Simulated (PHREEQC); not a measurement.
Solution (80 °C): 0.012 mol/kgw NaH2PO4, 0.012 mol/kgw Na2SO4 and 0.29 mol/kgw NaCl. Closed to the air; pH follows from the charge balance.

Computed with PHREEQC (ion-association model, phreeqc.dat).

```csv
quantity,before,after
pH,4.54,4.53
SO4-2 (mol/kgw),0.00821,0.00828
NaSO4- (mol/kgw),0.00376,0.00370
HPO4-2 (mol/kgw),0.000107,9.46e-5
H3PO4 (mol/kgw),5.56e-5,5.04e-5
HSO4- (mol/kgw),2.78e-5,1.95e-5
SI of Halite (NaCl),-2.98,-2.96
```

Task: Name the change that produced these shifts.
(A) 0.25 mol/kgw HCl added
(B) temperature from 80 to 50 °C
(C) temperature from 80 to 65 °C
(D) temperature from 80 to 85 °C

Result: C, temperature from 80 to 65 °C

No solid was allowed to form. Away from 25 °C the constants follow the database's enthalpies or fits; those with neither stay at their 25 °C values.
